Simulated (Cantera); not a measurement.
Feed: 1 mol Al, 4.2 mol HBr, 31 mol N2, held at 200 Pa.

Method: chemical equilibrium by Gibbs-energy minimisation in Cantera with the NASA 1993 tables (ideal gas, pure condensed phases). Candidate condensed phases: Al, AlBr3, AlN, Br2; 19 gas species. The numbers say what is thermodynamically allowed, not how fast it happens. All values below are at 1400 K.

Base state: N2 0.891, H2 0.0429, HBr 0.0349, AlBr3 0.0271, Br 0.00276, AlBr 0.00159, H 2.25e-5 (mole fractions); condensed: gas only.

Question: What changes in the equilibrium state with this change: HBr from 4.2 to 1.8 mol?

Answer: 
```csv
species,before,after
N2,0.891,0.949
H2,0.0429,0.0202
HBr,0.0349,0.0151
AlBr3,0.0271,0.0123
Br,0.00276,0.00173
H,2.25e-5,1.55e-5
AlBr,0.00159,0.00183
"AlN(s), mol",0,0.542
```
